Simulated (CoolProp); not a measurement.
Vapour pressure (MPa) of carbonyl sulfide: the reference equation beside estimates from Tc = 105.6 °C, pc = 6.369 MPa, ω = 0.098. Clausius-Clapeyron is anchored at -13.85 °C with a constant enthalpy of vaporisation of 16.95 kJ/mol.

The numbers come from the reference Helmholtz-energy equation of state, Lemmon 2006 in CoolProp. It is a short technical equation, of lower accuracy than the large ones.

```
T (°C)  reference  Lee-Kesler  Clausius-Clapeyron  Redlich-Kwong  Soave-Redlich-Kwong  Peng-Robinson
------  ---------  ----------  ------------------  -------------  -------------------  -------------
-20.35     0.3370      0.3361              0.3438         0.3675               0.3356         0.3377
-13.85     0.4208      0.4202              0.4208         0.4602               0.4199         0.4211
-7.25      0.5209      0.5209              0.5115         0.5705               0.5208         0.5208
-0.75      0.6359      0.6365              0.6142         0.6967               0.6369         0.6355
5.85       0.7708      0.7721              0.7332         0.8440               0.7735         0.7702
12.35      0.9233      0.9251              0.8659          1.009               0.9281         0.9226
18.95       1.099       1.102               1.018          1.199                1.107          1.099
25.45       1.296       1.299               1.184          1.410                1.307          1.296
32.05       1.520       1.523               1.373          1.648                1.535          1.521
38.55       1.767       1.771               1.578          1.908                1.787          1.770
45.15       2.046       2.050               1.807          2.200                2.072          2.052
51.65       2.351       2.355               2.055          2.516                2.383          2.360
58.25       2.693       2.697               2.328          2.866                2.732          2.706
```

Absolute difference from the reference over all 13 rows, mean and median: Lee-Kesler 0.2 and 0.2 %, Clausius-Clapeyron 7.1 and 7.4 %, Redlich-Kwong 8.6 and 9.1 %, Soave-Redlich-Kwong 0.7 and 0.7 %, Peng-Robinson 0.1 and 0.1 %.
